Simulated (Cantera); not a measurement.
# Stirred combustor or abatement burner

A perfectly stirred reactor is fed with CH4 : H2 : O2 : N2 = 1 : 0.38 : 4.38 : 16.5 (molar parts), equivalence ratio 0.50, at 100000 Pa; it is adiabatic with a 575 K inlet, and is followed from long to short residence time, starting on the burning branch (τ in s: 0.087, 0.032, 0.012, 0.0044, 0.0016, 0.00061, 0.00023, 8.4e-05, 3.1e-05, 1.1e-05, 4.3e-06).

Model: GRI-Mech 3.0 (53 species, 325 reactions), integrated in Cantera.

```json
[
 {"τ (s)": "0.087", "T (K)": "1710", "x CH4": "1.16e-5", "x H2": "8.16e-5", "x O2": "0.0991", "x NO": "8.60e-6", "x C2H": "<1e-12", "x C2H6": "2.67e-10"},
 {"τ (s)": "0.032", "T (K)": "1705", "x CH4": "2.18e-5", "x H2": "0.000156", "x O2": "0.0991", "x NO": "7.49e-6", "x C2H": "<1e-12", "x C2H6": "6.02e-10"},
 {"τ (s)": "0.012", "T (K)": "1696", "x CH4": "4.05e-5", "x H2": "0.000292", "x O2": "0.0991", "x NO": "6.16e-6", "x C2H": "1.53e-12", "x C2H6": "1.26e-9"},
 {"τ (s)": "0.0044", "T (K)": "1680", "x CH4": "7.71e-5", "x H2": "0.000549", "x O2": "0.0994", "x NO": "4.93e-6", "x C2H": "2.76e-12", "x C2H6": "2.69e-9"},
 {"τ (s)": "0.0016", "T (K)": "1652", "x CH4": "0.000153", "x H2": "0.00100", "x O2": "0.100", "x NO": "4.12e-6", "x C2H": "4.97e-12", "x C2H6": "6.46e-9"},
 {"τ (s)": "0.00061", "T (K)": "1605", "x CH4": "0.000326", "x H2": "0.00173", "x O2": "0.102", "x NO": "3.43e-6", "x C2H": "9.60e-12", "x C2H6": "1.99e-8"},
 {"τ (s)": "0.00023", "T (K)": "1522", "x CH4": "0.000911", "x H2": "0.00311", "x O2": "0.107", "x NO": "2.01e-6", "x C2H": "2.55e-11", "x C2H6": "1.41e-7"},
 {"τ (s)": "8.4e-5", "T (K)": "575", "x CH4": "0.0449", "x H2": "0.0171", "x O2": "0.197", "x NO": "<1e-12", "x C2H": "<1e-12", "x C2H6": "<1e-12"},
 {"τ (s)": "3.1e-5", "T (K)": "575", "x CH4": "0.0449", "x H2": "0.0171", "x O2": "0.197", "x NO": "<1e-12", "x C2H": "<1e-12", "x C2H6": "<1e-12"},
 {"τ (s)": "1.1e-5", "T (K)": "575", "x CH4": "0.0449", "x H2": "0.0171", "x O2": "0.197", "x NO": "<1e-12", "x C2H": "<1e-12", "x C2H6": "<1e-12"},
 {"τ (s)": "4.3e-6", "T (K)": "575", "x CH4": "0.0449", "x H2": "0.0171", "x O2": "0.197", "x NO": "<1e-12", "x C2H": "<1e-12", "x C2H6": "<1e-12"}
]
```
x: mole fraction; the columns are a selection and need not sum to one.
